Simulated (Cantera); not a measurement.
A perfectly stirred reactor is fed with 20.6 % H2, 79.4 % O2, at 2670 Pa; it is held at 1150 K, and followed from long to short residence time.

Detailed kinetics in Cantera: GRI-Mech 3.0 (53 species, 325 reactions). Radical loss at walls, strong at low pressure, is not modelled. The temperature is held fixed by assumption; the heat of reaction is taken as removed at once.

Predict: x(H2) at τ = 12.0 s; x(O2) at τ = 12.0 s; x(OH) at τ = 12.0 s; x(HO2) at τ = 12.0 s; x(O) at τ = 12.0 s; x(H2) at τ = 69.0 ms; x(O2) at τ = 69.0 ms; x(OH) at τ = 69.0 ms; x(HO2) at τ = 69.0 ms; x(O) at τ = 69.0 ms.


| Property | Value |
|---|---|
| x(H2) at τ = 12.0 s | 9.49e-5 |
| x(O2) at τ = 12.0 s | 0.770 |
| x(OH) at τ = 12.0 s | 0.000487 |
| x(HO2) at τ = 12.0 s | 2.31e-6 |
| x(O) at τ = 12.0 s | 0.000189 |
| x(H2) at τ = 69.0 ms | 0.00242 |
| x(O2) at τ = 69.0 ms | 0.763 |
| x(OH) at τ = 69.0 ms | 0.00282 |
| x(HO2) at τ = 69.0 ms | 1.64e-5 |
| x(O) at τ = 69.0 ms | 0.00556 |
